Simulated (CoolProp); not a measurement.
Vapour pressure (MPa) of n-pentane: the reference equation beside estimates from Tc = 469.7 K, pc = 3.368 MPa, ω = 0.251. Clausius-Clapeyron is anchored at 236 K with a constant enthalpy of vaporisation of 29.63 kJ/mol.

The numbers come from the reference Helmholtz-energy equation of state, Thol 2019 in CoolProp.

```json
[
 {"T (K)": "229.8", "reference": "0.002172", "Lee-Kesler": "0.002035", "Clausius-Clapeyron": "0.002180", "van der Waals": "0.08065", "Redlich-Kwong": "0.005597", "Soave-Redlich-Kwong": "0.002093", "Peng-Robinson": "0.002277"},
 {"T (K)": "236", "reference": "0.003276", "Lee-Kesler": "0.003082", "Clausius-Clapeyron": "0.003276", "van der Waals": "0.09672", "Redlich-Kwong": "0.008136", "Soave-Redlich-Kwong": "0.003163", "Peng-Robinson": "0.003406"},
 {"T (K)": "242.2", "reference": "0.004820", "Lee-Kesler": "0.004556", "Clausius-Clapeyron": "0.004822", "van der Waals": "0.1150", "Redlich-Kwong": "0.01154", "Soave-Redlich-Kwong": "0.004665", "Peng-Robinson": "0.004977"},
 {"T (K)": "248.5", "reference": "0.006973", "Lee-Kesler": "0.006624", "Clausius-Clapeyron": "0.007002", "van der Waals": "0.1359", "Redlich-Kwong": "0.01610", "Soave-Redlich-Kwong": "0.006766", "Peng-Robinson": "0.007156"},
 {"T (K)": "254.7", "reference": "0.009822", "Lee-Kesler": "0.009377", "Clausius-Clapeyron": "0.009927", "van der Waals": "0.1590", "Redlich-Kwong": "0.02189", "Soave-Redlich-Kwong": "0.009554", "Peng-Robinson": "0.01003"},
 {"T (K)": "260.9", "reference": "0.01357", "Lee-Kesler": "0.01302", "Clausius-Clapeyron": "0.01384", "van der Waals": "0.1847", "Redlich-Kwong": "0.02922", "Soave-Redlich-Kwong": "0.01324", "Peng-Robinson": "0.01379"},
 {"T (K)": "267.2", "reference": "0.01852", "Lee-Kesler": "0.01786", "Clausius-Clapeyron": "0.01910", "van der Waals": "0.2136", "Redlich-Kwong": "0.03852", "Soave-Redlich-Kwong": "0.01811", "Peng-Robinson": "0.01875"},
 {"T (K)": "273.4", "reference": "0.02474", "Lee-Kesler": "0.02397", "Clausius-Clapeyron": "0.02585", "van der Waals": "0.2450", "Redlich-Kwong": "0.04978", "Soave-Redlich-Kwong": "0.02424", "Peng-Robinson": "0.02496"},
 {"T (K)": "279.6", "reference": "0.03255", "Lee-Kesler": "0.03169", "Clausius-Clapeyron": "0.03451", "van der Waals": "0.2794", "Redlich-Kwong": "0.06343", "Soave-Redlich-Kwong": "0.03198", "Peng-Robinson": "0.03274"},
 {"T (K)": "285.9", "reference": "0.04240", "Lee-Kesler": "0.04147", "Clausius-Clapeyron": "0.04570", "van der Waals": "0.3177", "Redlich-Kwong": "0.08006", "Soave-Redlich-Kwong": "0.04176", "Peng-Robinson": "0.04256"}
]
```

Absolute difference from the reference over all 10 rows, mean and median: Lee-Kesler 4.3 and 4.3 %, Clausius-Clapeyron 2.5 and 1.5 %, van der Waals 1673.2 and 1390.0 %, Redlich-Kwong 120.7 and 119.1 %, Soave-Redlich-Kwong 2.6 and 2.6 %, Peng-Robinson 2.2 and 1.9 %.
